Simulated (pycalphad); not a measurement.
CALPHAD calculation (pycalphad, COST 507 light-alloy database (1999)), 1 atm. The database dates from 1999; later assessments differ in places, in temperatures and in the compounds included. Phase fractions are per mole of atoms. Kinetics are ignored, which matters at the lower temperatures.

Problem. Give the equilibrium state of Al-0.3844Si-2.087C (wt.%) at 500 K.

Solution. fcc, fraction 0.895, with <0.01 Si, <0.01 C wt.%; AL8SIC7, fraction 0.058, with 8.6 Si, 25.6 C wt.%; AL4C3, fraction 0.048, with <0.01 Si, 25.0 C wt.%.

Problem. Give the equilibrium state of Al-0.3844Si-2.087C (wt.%) at 1850 K.

Solution. liquid, fraction 0.905, with 0.41 Si, 0.24 C wt.%; AL4C3, fraction 0.095, with 0.03 Si, 25.0 C wt.%.

Database names, with the compositions (at.%) that they take in these runs: AL4C3: Al 57 C 43; AL8SIC7: Al 50 C 44 Si 6.
